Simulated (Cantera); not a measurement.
A Cantera script and what it prints.

```python
import numpy as np
import cantera as ct

gas_names = """
    C CN CO CO2 C2 CCN CNC C2N2 C2O C3 C3O2 C4 C4N2 C5 N NCO NO NO2 NO3 N2 N2O O O2 O3 Ta TaO TaO2
""".split()
cond_names = """
    C(gr) Ta(cr) Ta(L) TaC(s) TaC(L) Ta2O5(s) Ta2O5(L)
""".split()


# ... load() reads the species with a 1 bar reference pressure and builds the phases ...
atoms = {
    'Ta': {'Ta': 1},
    'CO2': {'C': 1, 'O': 2},
    'N2O': {'N': 2, 'O': 1},
}
top_T = {'C(gr)': 4500}  # K; cautious upper limits of use, not melting points


# ... equilibrate(T, P, feed) seeds the gas with the atoms and calls Mixture.equilibrate('TP', solver="vcs", rtol=1e-11, max_steps=5000) ...
results = []
feed = {'Ta': 1, 'CO2': 1.8, 'N2O': 2.6}  # mol
P = 0.76  # Pa
for T in [825, 1025, 1225, 1425, 1625, 1825, 2025, 2225, 2425, 2625]:
    mix = equilibrate(T, P, feed)
    results.append((T, P, feed, dict(zip(mix.species_names, mix.species_moles))))

top = {s: max(r[3][s] / sum(r[3][g] for g in gas_names) for r in results) for s in gas_names}
cols = sorted((s for s in top if top[s] > 1e-05), key=lambda s: -top[s])[:6]
seen = [c for c in cond_names if any(r[3].get(c, 0) > 1e-12 for r in results)]
print("log10 of partial pressures in bar; condensed amounts in mol")
print(f"{'T/K':>10s}" + "".join(f"{s[:9]:>10s}" for s in cols + seen))
for T, P, feed, n in results:
    ng = sum(n[g] for g in gas_names)
    print(f"{T:10.4g}" + "".join(f"{np.log10(max(n[s] / ng * P / 1e5, 1e-99)):10.3f}" for s in cols)
          + "".join(f"{n.get(c, 0):10.4g}" for c in seen))
```

Result:

```
log10 of partial pressures in bar; condensed amounts in mol
       T/K        N2       CO2         O        CO      TaO2        O2  Ta2O5(s)
       825    -5.353    -5.512   -16.134   -15.328   -37.087    -7.069       0.5
      1025    -5.353    -5.512   -13.016   -11.833   -27.096    -7.069       0.5
      1225    -5.353    -5.512   -10.910    -9.486   -20.413    -7.069       0.5
      1425    -5.353    -5.515    -9.376    -7.821   -15.648    -7.036       0.5
      1625    -5.358    -5.546    -8.092    -6.724   -12.145    -6.764       0.5
      1825    -5.381    -5.687    -6.994    -6.082    -9.479    -6.361    0.4999
      2025    -5.432    -6.077    -6.197    -5.761    -7.314    -6.210     0.483
      2225    -5.574    -6.881    -5.764    -5.763    -5.988    -6.528         0
      2425    -5.595    -7.790    -5.649    -5.757    -6.021    -7.289         0
      2625    -5.609    -8.633    -5.608    -5.769    -6.139    -8.048         0
```

These are equilibrium values from Cantera (NASA tables, ideal gas, pure condensed phases), not measurements of a reactor.
